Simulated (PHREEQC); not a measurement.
Ca(OH)2 is added in steps, without added water, to 1 kg of water holding 5.6 mmol/kgw HF, 0.54 mmol/kgw NH4F and 0.039 mmol/kgw HCl, at 42 °C. O2 is buffered at 0.21 atm. No CO2 enters from the air. Only these solids could form: Fluorite, Portlandite.

Base run: PHREEQC, ion-association model, wateq4f.dat. Each further column changes one thing. The table gives F in solution (mol/kgw).

| Ca(OH)2 added (mol) | base | Debye-Hückel limiting law | all activity coefficients set to 1 | metal-ligand complexes left out | database phreeqc.dat |
|---|---|---|---|---|---|
| 0 | 0.00614 | 0.00614 | 0.00614 | 0.00614 | 0.00614 |
| 0.0018 | 0.00261 | 0.00261 | ___ | 0.00261 | 0.00261 |
| 0.0036 | 0.000277 | ___ | ___ | 0.000275 | 0.000275 |
| 0.0054 | 0.000168 | 0.000173 | 0.000130 | 0.000164 | 0.000164 |
| 0.0072 | 0.000139 | ___ | 0.000101 | 0.000134 | 0.000134 |
| 0.009 | 0.000125 | 0.000134 | 8.69e-5 | 0.000119 | 0.000119 |
| 0.0108 | 0.000116 | ___ | ___ | 0.000110 | 0.000110 |
| 0.0126 | 0.000109 | 0.000123 | 7.23e-5 | 0.000103 | 0.000103 |
| 0.0144 | 0.000105 | 0.000120 | 6.95e-5 | 9.81e-5 | 9.81e-5 |
| 0.0162 | 0.000101 | 0.000118 | 6.95e-5 | 9.41e-5 | 9.41e-5 |
| 0.018 | 9.85e-5 | 0.000116 | 6.95e-5 | 9.08e-5 | 9.08e-5 |

Question: Fill in the missing entries.

Answer: 
- 0.0018, all activity coefficients set to 1: 0.00260
- 0.0036, Debye-Hückel limiting law: 0.000280
- 0.0036, all activity coefficients set to 1: 0.000242
- 0.0072, Debye-Hückel limiting law: 0.000147
- 0.0108, Debye-Hückel limiting law: 0.000127
- 0.0108, all activity coefficients set to 1: 7.83e-5

Constants without temperature data keep their 25 °C values here. phreeqc.dat and wateq4f.dat share most of their constants, so their agreement is no independent check. Solids allowed in the column 'database phreeqc.dat': Fluorite.
